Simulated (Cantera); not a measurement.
Mixture: 17.1 % CO, 12.5 % H2, 14.8 % O2, 55.6 % N2, equivalence ratio 1.0, at 0.671 atm, adiabatic and at constant pressure. Ignition delay is the time to a rise of 400 K.

Computed with Cantera and GRI-Mech 3.0 (53 species, 325 reactions). Where the delays flatten at high temperature, the 400 K rule measures the pace of heat release, not the induction time.

### Question
Predict: delay at 1173 K; delay at 1273 K; delay at 1373 K; delay at 1473 K; delay at 1573 K; delay at 1673 K.

### Answer
delay at 1173 K: 0.105 ms
delay at 1273 K: 73.2 µs
delay at 1373 K: 58.5 µs
delay at 1473 K: 52.3 µs
delay at 1573 K: 51.5 µs
delay at 1673 K: 54.4 µs
